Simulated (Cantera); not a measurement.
## Thermodynamics of silicon nitride deposition, feed SiH₂Cl₂ + NH₃ + N₂

Charge: 1 mol SiH₂Cl₂, 7.8 mol NH₃, 0.3 mol N₂, equilibrated at 1502 °C.

Equilibrium computed with Cantera from the NASA thermochemical tables; the gas is ideal and each condensed phase is pure. Candidate condensed phases: NH₄Cl, Si, Si₃N₄; 28 gas species. The tables' values for SiCl, SiCl₃, SiN are old estimates; treat these amounts as uncertain. Gases not in the tables: Si₂H₆ and higher silanes. Equilibrium is a limit: real reactors are often held back by kinetics, nucleation or transport.

```json
[
 {"P (Pa)": "5", "log p H₂": "-4.51", "log p N₂": "-4.95", "log p HCl": "-5.48", "log p Si": "-5.78", "log p H": "-5.79", "log p SiCl₂": "-6.06", "log p Cl": "-6.88", "log p SiCl": "-7.00", "n Si(l)": "0", "n Si₃N₄(s)": "0"},
 {"P (Pa)": "15", "log p H₂": "-4.01", "log p N₂": "-4.46", "log p HCl": "-5.01", "log p Si": "-5.66", "log p H": "-5.54", "log p SiCl₂": "-5.51", "log p Cl": "-6.66", "log p SiCl": "-6.66", "n Si(l)": "0.314", "n Si₃N₄(s)": "0"},
 {"P (Pa)": "45", "log p H₂": "-3.53", "log p N₂": "-3.98", "log p HCl": "-4.53", "log p Si": "-5.66", "log p H": "-5.30", "log p SiCl₂": "-5.02", "log p Cl": "-6.42", "log p SiCl": "-6.42", "n Si(l)": "0.506", "n Si₃N₄(s)": "0"},
 {"P (Pa)": "140", "log p H₂": "-3.03", "log p N₂": "-3.49", "log p HCl": "-4.03", "log p Si": "-5.66", "log p H": "-5.05", "log p SiCl₂": "-4.52", "log p Cl": "-6.17", "log p SiCl": "-6.17", "n Si(l)": "0.572", "n Si₃N₄(s)": "0"},
 {"P (Pa)": "410", "log p H₂": "-2.56", "log p N₂": "-3.02", "log p HCl": "-3.56", "log p Si": "-5.66", "log p H": "-4.82", "log p SiCl₂": "-4.05", "log p Cl": "-5.93", "log p SiCl": "-5.93", "n Si(l)": "0.594", "n Si₃N₄(s)": "0"},
 {"P (Pa)": "1200", "log p H₂": "-2.09", "log p N₂": "-2.55", "log p HCl": "-3.09", "log p Si": "-5.66", "log p H": "-4.58", "log p SiCl₂": "-3.58", "log p Cl": "-5.70", "log p SiCl": "-5.70", "n Si(l)": "0.602", "n Si₃N₄(s)": "0"},
 {"P (Pa)": "3700", "log p H₂": "-1.59", "log p N₂": "-2.10", "log p HCl": "-2.57", "log p Si": "-5.75", "log p H": "-4.34", "log p SiCl₂": "-3.13", "log p Cl": "-5.42", "log p SiCl": "-5.52", "n Si(l)": "0", "n Si₃N₄(s)": "0.214"},
 {"P (Pa)": "11000", "log p H₂": "-1.12", "log p N₂": "-1.63", "log p HCl": "-2.02", "log p Si": "-6.06", "log p H": "-4.10", "log p SiCl₂": "-2.82", "log p Cl": "-5.11", "log p SiCl": "-5.52", "n Si(l)": "0", "n Si₃N₄(s)": "0.251"},
 {"P (Pa)": "33000", "log p H₂": "-0.65", "log p N₂": "-1.16", "log p HCl": "-1.49", "log p Si": "-6.38", "log p H": "-3.86", "log p SiCl₂": "-2.55", "log p Cl": "-4.82", "log p SiCl": "-5.54", "n Si(l)": "0", "n Si₃N₄(s)": "0.282"},
 {"P (Pa)": "100000", "log p H₂": "-0.17", "log p N₂": "-0.68", "log p HCl": "-0.98", "log p Si": "-6.69", "log p H": "-3.62", "log p SiCl₂": "-2.32", "log p Cl": "-4.55", "log p SiCl": "-5.59", "n Si(l)": "0", "n Si₃N₄(s)": "0.303"}
]
```
log p: log10 of the partial pressure in bar; n: condensed amount in mol.

At 5.00 Pa nothing is condensed. From 15.0 Pa to 12.0 mbar the condensed part is Si(l). From 37.0 mbar to 1.00 bar the condensed part is Si₃N₄(s). The main Si-bearing gas is Si at 5.00 Pa and SiCl₂ at 1.00 bar. The share of Si in condensed phases is highest at 1.00 bar (91.0 %) and lowest at 5.00 Pa (0.0 %).
